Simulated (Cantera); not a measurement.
A perfectly stirred reactor is fed with CH₃OH : O₂ : N₂ : CO₂ = 1 : 3.26 : 12.3 : 0.8 (molar parts), at 4.93 atm; it is adiabatic with a 348 K inlet, and is followed from long to short residence time, starting on the burning branch (τ in s: 0.25, 0.12, 0.059, 0.028, 0.014, 0.0066, 0.0032, 0.0015, 0.00074, 0.00036, 0.00017, 8.4e-05).

Model: GRI-Mech 3.0 (53 species, 325 reactions), integrated in Cantera. GRI-Mech 3.0 was tuned for natural gas; its chemistry of methanol as a main component is partial and can be far from experiment.

x: mole fraction; the columns are a selection and need not sum to one.

| τ (s) | T (K) | x CH₃OH | x O₂ | x CO₂ | x C₂H₆ | x H₂ | x C₂H₄ | x HCO |
|---|---|---|---|---|---|---|---|---|
| 0.25 | 1426 | 1.09e-5 | 0.0987 | 0.100 | <1e-12 | 9.69e-6 | <1e-12 | 3.00e-9 |
| 0.12 | 1423 | ? | 0.0989 | 0.0999 | <1e-12 | ? | 1.20e-12 | ? |
| 0.059 | 1416 | 4.48e-5 | 0.0993 | 0.0991 | <1e-12 | 4.07e-5 | 2.76e-12 | 1.27e-8 |
| 0.028 | 1401 | 0.000101 | 0.100 | 0.0971 | 1.74e-12 | 9.73e-5 | 5.79e-12 | 2.68e-8 |
| 0.014 | 1361 | 0.000277 | 0.103 | 0.0920 | 3.41e-12 | 0.000300 | 9.91e-12 | 5.35e-8 |
| 0.0066 | 348 | 0.0576 | 0.188 | 0.0461 | <1e-12 | <1e-12 | <1e-12 | <1e-12 |
| 0.0032 | 348 | 0.0576 | 0.188 | 0.0461 | <1e-12 | <1e-12 | <1e-12 | <1e-12 |
| 0.0015 | 348 | 0.0576 | 0.188 | 0.0461 | <1e-12 | <1e-12 | <1e-12 | <1e-12 |
| 0.00074 | 348 | 0.0576 | 0.188 | 0.0461 | <1e-12 | <1e-12 | <1e-12 | <1e-12 |
| 0.00036 | 348 | 0.0576 | 0.188 | 0.0461 | <1e-12 | <1e-12 | <1e-12 | <1e-12 |
| 0.00017 | 348 | 0.0576 | 0.188 | 0.0461 | <1e-12 | <1e-12 | <1e-12 | <1e-12 |
| 8.4e-5 | 348 | 0.0576 | 0.188 | 0.0461 | <1e-12 | <1e-12 | <1e-12 | <1e-12 |

Fill in the missing entries.


- 0.12, x CH₃OH: 2.21e-5
- 0.12, x H₂: 1.96e-5
- 0.12, x HCO: 6.25e-9
